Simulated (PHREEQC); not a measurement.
# Nickel, zinc or cadmium bath (model solution)

Dissolve 0.11 mol/kgw CdSO4, 0.2 mol/kgw Na2SO4 and 0.0069 mol/kgw H2SO4 at 25 °C. Closed to the air; pH follows from the charge balance.

Computed with PHREEQC (ion-association model, phreeqc.dat).

Precipitation was switched off in this run.

**Question.** What pH, activity of water, ionic strength does the model give?

**Answer.** pH 2.52; activity of water 0.989; ionic strength 0.601 mol/kgw.

**Question.** In which forms is Na present?

**Answer.** Na+ 88 %, NaSO4- 12 % of the Na.

Complexes and solids missing from the database can't appear.
